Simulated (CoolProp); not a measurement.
Values from CoolProp's reference Helmholtz-energy equation of state, Lemmon 2006. It is a short technical equation, of lower accuracy than the large ones.

Problem. Give the vapour pressure (bar), liquid density (kg/m³), vapour Z of saturated R141b at 301.9, 412.6, 440.2 K.

Solution. 
```json
[
 {"T (K)": "301.9", "p (bar)": "0.901", "liquid density (kg/m³)": "1230", "vapour Z": "0.964"},
 {"T (K)": "412.6", "p (bar)": "15.0", "liquid density (kg/m³)": "964", "vapour Z": "0.757"},
 {"T (K)": "440.2", "p (bar)": "23.9", "liquid density (kg/m³)": "866", "vapour Z": "0.653"}
]
```
